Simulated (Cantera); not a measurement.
Feed: 1 mol CH₃Cl, 0.036 mol HCl, 0.69 mol H₂, at 902 °C and 22.0 mbar.

Method: chemical equilibrium by Gibbs-energy minimisation in Cantera with the NASA 1993 tables (ideal gas, pure condensed phases). Candidate condensed phases: C, C₆H₆, C₇H₈, C₈H₁₈; 91 gas species. Kinetics and transport are ignored.

Base state: H₂ 0.620, HCl 0.380, CH₄ 0.000162 (mole fractions); condensed: C(graphite).

Task: What changes in the equilibrium state with this change: pressure from 22.0 mbar to 1.00 bar?

Result: 
```tsv
species	before	after
H₂	0.620	0.610
HCl	0.380	0.383
CH₄	0.000162	0.00713
C(graphite), mol	1.000	0.981
```

Task: What changes in the equilibrium state with this change: pressure from 22.0 mbar to 0.490 bar?

Result: 
```
species             before    after
----------------  --------  -------
H₂                   0.620    0.615
HCl                  0.380    0.381
CH₄               0.000162  0.00355
C(graphite), mol     1.000    0.990
```

Task: What changes in the equilibrium state with this change: temperature from 902 °C to 2875 °C?

Result: 
```tsv
species	before	after
H	6.51e-7	0.580
Cl	3.49e-7	0.162
H₂	0.620	0.125
HCl	0.380	0.0516
C₃	<1e-9	0.0472
C₂H	<1e-9	0.00935
C	<1e-9	0.00797
C(graphite), mol	1.000	0
```
The tables' values for CCl are old estimates; treat these amounts as uncertain.
